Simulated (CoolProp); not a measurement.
Computed with CoolProp (reference Helmholtz-energy equation of state, Zhou 2011).

For dimethyl carbonate, give the phase and the Z, speed of sound (m/s), fugacity coefficient at 107.65 °C and 4.62 MPa.


- 107.65 °C and 4.62 MPa: liquid; Z 0.137, speed of sound 904, fugacity coefficient 0.0408
